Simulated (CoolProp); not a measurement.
Vapour-liquid equilibrium of CH2F2 (R32) (1) + R152A (2) at 35.85 °C; x and y are mole fractions of (1).

Model: multi-fluid Helmholtz-energy mixture model, Tillner-Roth 1997 and Outcalt 1996; pair parameters Bell 2016, in CoolProp.

Q: Give the bubble pressure and the first vapour's composition at x = 0.5, 0.575, 0.8. Is there an azeotrope?

A: x = 0.5: 1483 kPa, y = 0.677; x = 0.575: 1589 kPa, y = 0.737; x = 0.8: 1920 kPa, y = 0.888. No azeotrope shows between x = 0.05 and 0.95.

Pair parameters are fitted to limited data, so mixtures are less certain than the pure fluids.
